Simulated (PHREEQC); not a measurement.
Dissolve 0.43 mol/kgw Na2CO3 and 0.022 mol/kgw Na2SO4 at 20 °C. Closed to the air; pH follows from the charge balance.

Computed with PHREEQC (Pitzer model, pitzer.dat).

**Question.** The ionic strength comes out as 1.35 mol/kgw. What activity coefficients do Na+, SO4-2, CO3-2, HCO3-, OH- get?

**Answer.** Na+ 0.53, SO4-2 0.082, CO3-2 0.10, HCO3- 0.50, OH- 0.65. Single-ion values are on the MacInnes scale.

Precipitation was switched off in this run. Species that the database lacks are ignored. In brines, pH and single-ion activities rest on the MacInnes convention.
